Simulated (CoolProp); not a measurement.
Properties of C2F6 (R116) along the isobar 13.8 bar.

The numbers come from the reference Helmholtz-energy equation of state, Lemmon 2006 in CoolProp. It is a short technical equation, of lower accuracy than the large ones.

```json
[
 {"T (K)": "260.9", "phase": "liquid", "speed of sound (m/s)": "273.3", "Joule-Thomson coefficient (K/MPa)": "0.5039", "isothermal compressibility (1/MPa)": "0.01863", "expansivity (1/kK)": "6.822"},
 {"T (K)": "275.8", "phase": "gas", "speed of sound (m/s)": "108.5", "Joule-Thomson coefficient (K/MPa)": "14.12", "isothermal compressibility (1/MPa)": "___", "expansivity (1/kK)": "8.607"},
 {"T (K)": "290.7", "phase": "gas", "speed of sound (m/s)": "117.2", "Joule-Thomson coefficient (K/MPa)": "11.16", "isothermal compressibility (1/MPa)": "0.9127", "expansivity (1/kK)": "6.668"},
 {"T (K)": "305.6", "phase": "gas", "speed of sound (m/s)": "124.2", "Joule-Thomson coefficient (K/MPa)": "9.189", "isothermal compressibility (1/MPa)": "0.8635", "expansivity (1/kK)": "5.565"},
 {"T (K)": "320.6", "phase": "gas", "speed of sound (m/s)": "___", "Joule-Thomson coefficient (K/MPa)": "7.748", "isothermal compressibility (1/MPa)": "___", "expansivity (1/kK)": "4.832"},
 {"T (K)": "335.5", "phase": "gas", "speed of sound (m/s)": "___", "Joule-Thomson coefficient (K/MPa)": "6.656", "isothermal compressibility (1/MPa)": "0.8094", "expansivity (1/kK)": "4.307"},
 {"T (K)": "350.4", "phase": "gas", "speed of sound (m/s)": "140.6", "Joule-Thomson coefficient (K/MPa)": "5.795", "isothermal compressibility (1/MPa)": "0.7931", "expansivity (1/kK)": "3.908"},
 {"T (K)": "365.3", "phase": "gas", "speed of sound (m/s)": "145.2", "Joule-Thomson coefficient (K/MPa)": "5.099", "isothermal compressibility (1/MPa)": "0.7806", "expansivity (1/kK)": "3.591"},
 {"T (K)": "380.2", "phase": "gas", "speed of sound (m/s)": "149.4", "Joule-Thomson coefficient (K/MPa)": "4.527", "isothermal compressibility (1/MPa)": "0.7708", "expansivity (1/kK)": "3.332"},
 {"T (K)": "395.2", "phase": "gas", "speed of sound (m/s)": "153.4", "Joule-Thomson coefficient (K/MPa)": "4.046", "isothermal compressibility (1/MPa)": "0.7629", "expansivity (1/kK)": "3.114"},
 {"T (K)": "410.1", "phase": "gas", "speed of sound (m/s)": "157.3", "Joule-Thomson coefficient (K/MPa)": "3.641", "isothermal compressibility (1/MPa)": "0.7565", "expansivity (1/kK)": "___"},
 {"T (K)": "425", "phase": "gas", "speed of sound (m/s)": "160.9", "Joule-Thomson coefficient (K/MPa)": "___", "isothermal compressibility (1/MPa)": "0.7513", "expansivity (1/kK)": "2.770"}
]
```

Question: Fill in the missing entries.

Answer: 
- 275.8, isothermal compressibility (1/MPa): 1.000
- 320.6, speed of sound (m/s): 130.3
- 320.6, isothermal compressibility (1/MPa): 0.8316
- 335.5, speed of sound (m/s): 135.7
- 410.1, expansivity (1/kK): 2.929
- 425, Joule-Thomson coefficient (K/MPa): 3.295
